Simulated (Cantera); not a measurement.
Input: 1 mol BCl3, a varied amount of H2O, 0.56 mol N2, 1 mol O2, held at 1602 °C and 1.00 bar.

Cantera equilibrium calculation (NASA polynomials, part measured and part estimated; ideal gas, pure solids and liquids). Candidate condensed phases: B, BN, B2O3, B3O3H3, H2O, NH4Cl; 49 gas species. The tables' values for BOCl are old estimates; treat these amounts as uncertain. The numbers say what is thermodynamically allowed, not how fast it happens.

At 2.4 mol H2O, list the 7 most abundant gas species with their mole fractions, and the condensed phases.

HCl 0.452, O2 0.154, H2O 0.122, HBO2 0.116, N2 0.0941, Cl 0.0392, B2O3 0.00930. Condensed: B2O3(l).
